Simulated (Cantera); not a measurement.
A closed system holds: 1 mol B2O3, 21 mol NH3, 130 mol H2, equilibrated at 1200 K and 0.00110 bar.

Method: chemical equilibrium by Gibbs-energy minimisation in Cantera with the NASA 1993 tables (ideal gas, pure condensed phases). Candidate condensed phases: B, BN, B2O3, B3O3H3, H2O; 39 gas species. Mutual solubility and eutectic melting of coexisting phases are not modelled. Rates play no part.

Task: What is the equilibrium state?

Result: 
| Item | Result |
|---|---|
| x(H2) | 0.938 |
| x(N2) | 0.0609 |
| x(HBO2) | 0.000462 |
| x(H2O) | 0.000340 |
| x(HBO) | 6.75e-5 |
| x(B2O3) | 8.36e-6 |
| x(H) | 5.76e-6 |
| n(BN(s)) | 0.0616 mol |
| n(B2O3(l)) | 0.922 mol |
| gas amount | 172.0 mol |
| log10 activity of B(s) (absent) | -4.22 |
| log10 activity of B3O3H3(s) (absent) | -14.74 |
